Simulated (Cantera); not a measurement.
A closed system holds: 1 mol HF, 1.2 mol H₂O, 0.55 mol H₂, equilibrated at 3048 K and 75.0 Torr.

These are equilibrium values from Cantera (NASA tables, ideal gas, pure condensed phases), not measurements of a reactor. Candidate condensed phases: H₂O; 22 gas species. Equilibrium is a limit: real reactors are often held back by kinetics, nucleation or transport.

Base state: HF 0.273, H 0.241, H₂ 0.174, H₂O 0.153, OH 0.0731, O 0.0617, O₂ 0.0215, F 0.00255 (mole fractions); condensed: gas only.

Q: What changes in the equilibrium state with this change: 0.65 mol O₂ added?

A: 
```csv
species,before,after
HF,0.273,0.230
H,0.241,0.178
H₂O,0.153,0.170
H₂,0.174,0.0951
O₂,0.0215,0.0886
O,0.0617,0.125
OH,0.0731,0.110
HO₂,5.83e-6,1.78e-5
F,0.00255,0.00291
```
